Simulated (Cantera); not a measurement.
Mixture: H2 : O2 : N2 : H2O = 1 : 0.455 : 2.09 : 0.17 (molar parts), equivalence ratio 1.1, at 14.0 bar, adiabatic and at constant pressure. Ignition delay is the time to a rise of 400 K.

Cantera simulation using GRI-Mech 3.0 (53 species, 325 reactions); the numbers are that mechanism's predictions, not measurements. The hydrogen kinetics of GRI-Mech 3.0 are dated; newer H2 mechanisms differ, most at raised pressure. The pressure lies above the range GRI-Mech 3.0 was tuned for (to about 10 atm).

Task: Predict: delay at 1200 K; delay at 1275 K; delay at 1350 K; delay at 1425 K; delay at 1500 K.

Result: 
```json
{
 "delay at 1200 K": "0.166 ms",
 "delay at 1275 K": "38.2 µs",
 "delay at 1350 K": "7.40 µs",
 "delay at 1425 K": "2.62 µs",
 "delay at 1500 K": "1.54 µs"
}
```
